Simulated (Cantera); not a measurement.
## Adiabatic ignition

An adiabatic, constant-volume homogeneous reactor starts with 14.7 % CO, 10.4 % H₂, 15.7 % O₂, 59.1 % N₂, at 1375 K and 10.0 bar.

Detailed kinetics in Cantera: GRI-Mech 3.0 (53 species, 325 reactions). The hydrogen kinetics of GRI-Mech 3.0 are dated; newer H2 mechanisms differ, most at raised pressure. Above 3000 K some thermodynamic fits are extrapolated.

```json
[
 {"t (s)": "2.00e-6", "T (K)": "1376", "P (bar)": "10.0", "x CO": "0.147", "x H₂": "0.104", "x O₂": "0.157", "x H₂O": "0.000155", "x NO₂": "<1e-12", "x NO": "1.16e-11"},
 {"t (s)": "6.02e-6", "T (K)": "2922", "P (bar)": "19.4", "x CO": "0.0540", "x H₂": "0.00599", "x O₂": "0.0562", "x H₂O": "0.0964", "x NO₂": "6.53e-7", "x NO": "0.000398"},
 {"t (s)": "1.81e-5", "T (K)": "3033", "P (bar)": "20.0", "x CO": "0.0443", "x H₂": "0.00500", "x O₂": "0.0503", "x H₂O": "0.0995", "x NO₂": "4.90e-6", "x NO": "0.00397"},
 {"t (s)": "5.45e-5", "T (K)": "3021", "P (bar)": "19.9", "x CO": "0.0442", "x H₂": "0.00501", "x O₂": "0.0469", "x H₂O": "0.0999", "x NO₂": "1.39e-5", "x NO": "0.0116"},
 {"t (s)": "0.000164", "T (K)": "3010", "P (bar)": "19.8", "x CO": "0.0441", "x H₂": "0.00503", "x O₂": "0.0436", "x H₂O": "0.100", "x NO₂": "2.18e-5", "x NO": "0.0187"},
 {"t (s)": "0.000494", "T (K)": "3008", "P (bar)": "19.8", "x CO": "0.0441", "x H₂": "0.00503", "x O₂": "0.0431", "x H₂O": "0.100", "x NO₂": "2.29e-5", "x NO": "0.0198"},
 {"t (s)": "0.00149", "T (K)": "3008", "P (bar)": "19.8", "x CO": "0.0441", "x H₂": "0.00503", "x O₂": "0.0431", "x H₂O": "0.100", "x NO₂": "2.29e-5", "x NO": "0.0198"},
 {"t (s)": "0.00447", "T (K)": "3008", "P (bar)": "19.8", "x CO": "0.0441", "x H₂": "0.00503", "x O₂": "0.0431", "x H₂O": "0.100", "x NO₂": "2.29e-5", "x NO": "0.0198"},
 {"t (s)": "0.0135", "T (K)": "3008", "P (bar)": "19.8", "x CO": "0.0441", "x H₂": "0.00503", "x O₂": "0.0431", "x H₂O": "0.100", "x NO₂": "2.29e-5", "x NO": "0.0198"},
 {"t (s)": "0.0405", "T (K)": "3008", "P (bar)": "19.8", "x CO": "0.0441", "x H₂": "0.00503", "x O₂": "0.0431", "x H₂O": "0.100", "x NO₂": "2.29e-5", "x NO": "0.0198"},
 {"t (s)": "0.122", "T (K)": "3008", "P (bar)": "19.8", "x CO": "0.0441", "x H₂": "0.00503", "x O₂": "0.0431", "x H₂O": "0.100", "x NO₂": "2.29e-5", "x NO": "0.0198"},
 {"t (s)": "0.367", "T (K)": "3008", "P (bar)": "19.8", "x CO": "0.0441", "x H₂": "0.00503", "x O₂": "0.0431", "x H₂O": "0.100", "x NO₂": "2.29e-5", "x NO": "0.0198"},
 {"t (s)": "1.10", "T (K)": "3008", "P (bar)": "19.8", "x CO": "0.0441", "x H₂": "0.00503", "x O₂": "0.0431", "x H₂O": "0.100", "x NO₂": "2.29e-5", "x NO": "0.0198"},
 {"t (s)": "3.32", "T (K)": "3008", "P (bar)": "19.8", "x CO": "0.0441", "x H₂": "0.00503", "x O₂": "0.0431", "x H₂O": "0.100", "x NO₂": "2.29e-5", "x NO": "0.0198"},
 {"t (s)": "10.0", "T (K)": "3008", "P (bar)": "19.8", "x CO": "0.0441", "x H₂": "0.00503", "x O₂": "0.0431", "x H₂O": "0.100", "x NO₂": "2.29e-5", "x NO": "0.0198"}
]
```
x: mole fraction; the columns are a selection and need not sum to one.

- time of steepest temperature rise = 3.55 µs
- temperature at 10.0 s = 3008 K
- equilibrium temperature = 3008 K
- x(CO) at 10.0 s = 0.0441 (gas-phase equilibrium 0.0441)
- x(H₂) at 10.0 s = 0.00503 (gas-phase equilibrium 0.00503)
- x(O₂) at 10.0 s = 0.0431 (gas-phase equilibrium 0.0431)
